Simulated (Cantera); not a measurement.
Cantera run, input and output.

```python
import numpy as np
import cantera as ct

gas = ct.Solution("gri30.yaml")
gas.TPX = 525, 101325, {'CH3OH': 1, 'O2': 2.5, 'N2': 9.4, 'H2O': 3.1}
inlet = ct.Reservoir(gas, clone=True)
gas.equilibrate("HP")  # start burning
reactor = ct.IdealGasConstPressureReactor(gas, energy="on", clone=False)
exhaust = ct.Reservoir(gas, clone=True)
tau = [0.5, 0.16, 0.049, 0.015, 0.0048, 0.0015, 0.00047, 0.00015, 4.6e-05, 1.4e-05, 4.5e-06][0]
for a, b in ((inlet, reactor), (reactor, exhaust)):
    ct.MassFlowController(a, b, mdot=lambda t: reactor.mass / tau)
net = ct.ReactorNet([reactor])
show = ['CH3OH', 'O2', 'H2O', 'H2O2', 'HCN']

rows = []
print(f"{'tau/s':>10s}{'T/K':>9s}" + "".join(f"{s:>11s}" for s in show))
for tau in [0.5, 0.16, 0.049, 0.015, 0.0048, 0.0015, 0.00047, 0.00015, 4.6e-05, 1.4e-05, 4.5e-06]:
    net.initial_time = 0.0
    net.advance(30 * tau)
    before = gas.X
    net.advance(40 * tau)
    drift = np.max(np.abs(gas.X - before) / (gas.X + 1e-9))
    rows.append([gas.T, *gas[show].X, drift])
    print(f"{tau:10.3e}{gas.T:9.1f}" + "".join(f"{x:11.3e}" for x in gas[show].X))
```

It prints:

```
     tau/s      T/K      CH3OH         O2        H2O       H2O2        HCN
 5.000e-01   1620.5  1.841e-06  6.053e-02  3.087e-01  9.972e-08  6.299e-12
 1.600e-01   1618.3  4.090e-06  6.055e-02  3.085e-01  1.677e-07  1.005e-11
 4.900e-02   1613.8  9.149e-06  6.066e-02  3.081e-01  2.873e-07  2.016e-11
 1.500e-02   1604.9  2.024e-05  6.096e-02  3.073e-01  4.826e-07  5.906e-11
 4.800e-03   1587.9  4.394e-05  6.170e-02  3.061e-01  7.807e-07  2.448e-10
 1.500e-03   1552.0  1.054e-04  6.369e-02  3.040e-01  1.285e-06  1.182e-09
 4.700e-04    525.0  6.250e-02  1.562e-01  1.938e-01  9.284e-18  5.710e-23
 1.500e-04    525.0  6.250e-02  1.562e-01  1.937e-01  7.481e-21  4.601e-26
 4.600e-05    525.0  6.250e-02  1.562e-01  1.937e-01  4.725e-22  2.906e-27
 1.400e-05    525.0  6.250e-02  1.562e-01  1.937e-01  2.985e-23  1.836e-28
 4.500e-06    525.0  6.250e-02  1.562e-01  1.938e-01  1.885e-24  1.160e-29
```

Model: GRI-Mech 3.0 (53 species, 325 reactions), integrated in Cantera. GRI-Mech 3.0 was tuned for natural gas; its chemistry of methanol as a main component is partial and can be far from experiment.
